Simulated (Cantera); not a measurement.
Cantera run:

```python
import numpy as np
import cantera as ct

gas_names = """
    Ca CaF CaF2 CaO Ca2 F FO FO2 F2 F2O N NF NF2 NF3 NO NO2 NO3 N2 N2O O O2 O3
""".split()
cond_names = """
    Ca(a) Ca(b) Ca(L) CaF2(a) CaF2(b) CaF2(L) CaO(s) CaO(L)
""".split()


# ... load() reads the species with a 1 bar reference pressure and builds the phases ...
atoms = {
    'CaO': {'Ca': 1, 'O': 1},
    'NF3': {'N': 1, 'F': 3},
    'O2': {'O': 2},
}
top_T = {}  # K; cautious upper limits of use, not melting points


# ... equilibrate(T, P, feed) seeds the gas with the atoms and calls Mixture.equilibrate('TP', solver="vcs", rtol=1e-11, max_steps=5000) ...
results = []
feed = {'CaO': 1, 'NF3': 1.6, 'O2': 1}  # mol
P = 15  # Pa
for T in [1400, 1425, 1450, 1475, 1500, 1525, 1550, 1575, 1600, 1625, 1650, 1675]:
    mix = equilibrate(T, P, feed)
    results.append((T, P, feed, dict(zip(mix.species_names, mix.species_moles))))

top = {s: max(r[3][s] / sum(r[3][g] for g in gas_names) for r in results) for s in gas_names}
cols = sorted((s for s in top if top[s] > 1e-05), key=lambda s: -top[s])[:5]
seen = [c for c in cond_names if any(r[3].get(c, 0) > 1e-12 for r in results)]
print("log10 of partial pressures in bar; condensed amounts in mol")
print(f"{'T/K':>10s}" + "".join(f"{s[:9]:>10s}" for s in cols + seen))
for T, P, feed, n in results:
    ng = sum(n[g] for g in gas_names)
    print(f"{T:10.4g}" + "".join(f"{np.log10(max(n[s] / ng * P / 1e5, 1e-99)):10.3f}" for s in cols)
          + "".join(f"{n.get(c, 0):10.4g}" for c in seen))
```

Result:

```
log10 of partial pressures in bar; condensed amounts in mol
       T/K         F        O2      CaF2        N2         O   CaF2(a)   CaF2(b)
      1400    -4.085    -4.356    -6.662    -4.630    -8.202    0.9926         0
      1425    -4.086    -4.357    -6.395    -4.630    -8.036         0    0.9863
      1450    -4.086    -4.358    -6.141    -4.631    -7.876         0    0.9753
      1475    -4.088    -4.360    -5.896    -4.633    -7.722         0    0.9565
      1500    -4.091    -4.362    -5.661    -4.636    -7.573         0    0.9247
      1525    -4.095    -4.367    -5.434    -4.640    -7.430         0    0.8718
      1550    -4.102    -4.374    -5.216    -4.648    -7.294         0    0.7845
      1575    -4.114    -4.386    -5.005    -4.659    -7.163         0    0.6405
      1600    -4.133    -4.405    -4.802    -4.678    -7.041         0    0.4009
      1625    -4.162    -4.435    -4.609    -4.708    -6.928         0         0
      1650    -4.162    -4.435    -4.609    -4.708    -6.804         0         0
      1675    -4.162    -4.436    -4.610    -4.708    -6.684         0         0
```

Equilibrium computed with Cantera from the NASA thermochemical tables; the gas is ideal and each condensed phase is pure.
